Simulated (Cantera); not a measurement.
A perfectly stirred reactor is fed with CH4 : H2O = 1 : 1.1 (molar parts), at 750 Torr; it is held at 1275 K, and followed from long to short residence time.

Cantera simulation using GRI-Mech 3.0 (53 species, 325 reactions); the numbers are that mechanism's predictions, not measurements.

Question: What does this change do: temperature 1275 to 1400 K?

Answer: 
```csv
quantity,before,after
x(CH4) at τ = 0.380 s,0.475,0.425
x(H2O) at τ = 0.380 s,0.524,0.507
x(CH2O) at τ = 0.380 s,1.93e-7,1.47e-6
x(CH2CO) at τ = 0.380 s,1.48e-8,7.05e-6
x(O) at τ = 0.380 s,<1e-12,<1e-12
x(CH4) at τ = 9.80 ms,0.476,0.475
x(H2O) at τ = 9.80 ms,0.524,0.524
x(CH2O) at τ = 9.80 ms,2.94e-9,3.80e-7
x(CH2CO) at τ = 9.80 ms,<1e-12,1.51e-9
x(O) at τ = 9.80 ms,<1e-12,<1e-12
```

Question: What does this change do: temperature 1275 to 2050 K?

Answer: 
```tsv
quantity	before	after
x(CH4) at τ = 0.380 s	0.475	0.00529
x(H2O) at τ = 0.380 s	0.524	0.0516
x(CH2O) at τ = 0.380 s	1.93e-7	2.95e-7
x(CH2CO) at τ = 0.380 s	1.48e-8	3.71e-6
x(O) at τ = 0.380 s	<1e-12	2.62e-8
x(CH4) at τ = 9.80 ms	0.476	0.0279
x(H2O) at τ = 9.80 ms	0.524	0.192
x(CH2O) at τ = 9.80 ms	2.94e-9	5.53e-6
x(CH2CO) at τ = 9.80 ms	<1e-12	6.42e-5
x(O) at τ = 9.80 ms	<1e-12	6.81e-8
```
